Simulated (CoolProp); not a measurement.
Values from CoolProp's reference Helmholtz-energy equation of state, Lemmon 2006. It is a short technical equation, of lower accuracy than the large ones.

Question: For CH3F (R41), give the phase and the density (kg/m³), Joule-Thomson coefficient (K/MPa) at 19.35 °C and 27.2 MPa; 34.05 °C and 27.2 MPa; 137.15 °C and 27.2 MPa.

Answer: 
- 19.35 °C and 27.2 MPa: liquid; density 723, Joule-Thomson coefficient -0.0709
- 34.05 °C and 27.2 MPa: liquid; density 690, Joule-Thomson coefficient 0.0155
- 137.15 °C and 27.2 MPa: supercritical; density 429, Joule-Thomson coefficient 1.19
